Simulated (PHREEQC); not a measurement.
Ultrapure water in contact with air or piping: speciation

Synthetic water in mg/L, 20 °C, pH 6.5, pe 12.6:

```
constituent             mg/L
------------------  --------
Na                    0.0878
K                   0.000807
Ca                     0.046
Mg                    0.0328
Cl                   0.00558
S(6) as SO4             0.16
Alkalinity as HCO3     0.328
Cd                    0.0142
```

Cl is adjusted to close the charge balance.
Valence states are taken as typed.

Model: ion-association model, wateq4f.dat, run in PHREEQC.

* **ionic strength**: 1.37e-5 mol/kgw

| species | molality | activity | log γ |
|---|---|---|---|
| HCO3- | 5.67e-6 | 5.65e-6 | -0.002 |
| CO2 | 4.30e-6 | 4.30e-6 | 0.000 |
| Na+ | 3.82e-6 | 3.80e-6 | -0.002 |
| SO4-2 | 1.66e-6 | 1.64e-6 | -0.007 |
| Mg+2 | 1.35e-6 | 1.33e-6 | -0.007 |
| Ca+2 | 1.15e-6 | 1.13e-6 | -0.007 |
| Cl- | 3.80e-7 | 3.78e-7 | -0.002 |

This is a speciation only: nothing precipitates in the calculation.
